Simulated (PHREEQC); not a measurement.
# Leach liquor

Dissolve 41 mmol/kgw H2SO4 and 9.6 mmol/kgw Li2SO4 at 25 °C. Closed to the air; pH follows from the charge balance.

Computed with PHREEQC (ion-association model, phreeqc.dat).

pH: 1.39
ionic strength: 0.0843 mol/kgw
specific conductance: 18300 µS/cm
density: 1.001 g/cm³
total alkalinity: -82.0 meq/kg

| species | molality | activity | log γ |
|---|---|---|---|
| H+ | 0.0488 | 0.0406 | -0.080 |
| HSO4- | 0.0332 | 0.0262 | -0.102 |
| Li+ | 0.0186 | 0.0150 | -0.094 |
| SO4-2 | 0.0169 | 0.00664 | -0.404 |
| LiSO4- | 0.000549 | 0.000436 | -0.100 |

No solid was allowed to form.
